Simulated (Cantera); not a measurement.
Feed: 1 mol Cu2O, 0.67 mol CH4, 0.38 mol CO, 0.57 mol C, held at 0.00320 bar.

These are equilibrium values from Cantera (NASA tables, ideal gas, pure condensed phases), not measurements of a reactor. Candidate condensed phases: C, C6H6, C7H8, C8H18, Cu, CuO, Cu(OH)2, Cu2O, H2O; 113 gas species. Kinetics and transport are ignored.

Q: Which condensed phases are stable at each of these points (T (°C)): 877, 927, 977, 1027, 1077, 1127, 1177, 1227?

A: 
```
T (°C)     condensed phases  Cu condensed (%)
------  -------------------  ----------------
877     C(graphite) + Cu(s)             100.0
927     C(graphite) + Cu(s)             100.0
977     C(graphite) + Cu(s)             100.0
1027    C(graphite) + Cu(s)             100.0
1077    C(graphite) + Cu(s)             100.0
1127    C(graphite) + Cu(l)              99.9
1177    C(graphite) + Cu(l)              99.9
1227    C(graphite) + Cu(l)              99.6
```

From 877 °C to 1077 °C the condensed part is C(graphite) + Cu(s). From 1127 °C to 1227 °C the condensed part is C(graphite) + Cu(l).
